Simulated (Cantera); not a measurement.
Input: 1 mol Ta₂O₅, 0.69 mol CO, 6.3 mol H₂, equilibrated at 1398.15 K and 8200 Pa.

Method: chemical equilibrium by Gibbs-energy minimisation in Cantera with the NASA 1993 tables (ideal gas, pure condensed phases). Candidate condensed phases: C, C₆H₆, C₇H₈, C₈H₁₈, H₂O, Ta, TaC, Ta₂O₅; 113 gas species. Mutual solubility and eutectic melting of coexisting phases are not modelled. TaC: taken at fixed stoichiometry. Condensed phases not in the tables: Ta₂C. Kinetics and transport are ignored.

Base state: H₂ 0.901, CO 0.0984, H₂O 0.00103, CO₂ 5.21e-5, H 1.57e-5 (mole fractions); condensed: TaC(s) + Ta₂O₅(s).

Problem. What changes in the equilibrium state with this change: temperature from 1398.15 K to 1075 K?

Solution. 
| species | before | after |
|---|---|---|
| H₂ | 0.901 | 0.899 |
| CO | 0.0984 | 0.0971 |
| CH₄ | 7.73e-6 | 0.00174 |
| H | 1.57e-5 | 4.86e-8 |
| CO₂ | 5.21e-5 | 0.000181 |
| H₂O | 0.00103 | 0.00156 |
| TaC(s), mol | 0.00215 | 0 |
| Ta₂O₅(s), mol | 0.999 | 1.00 |
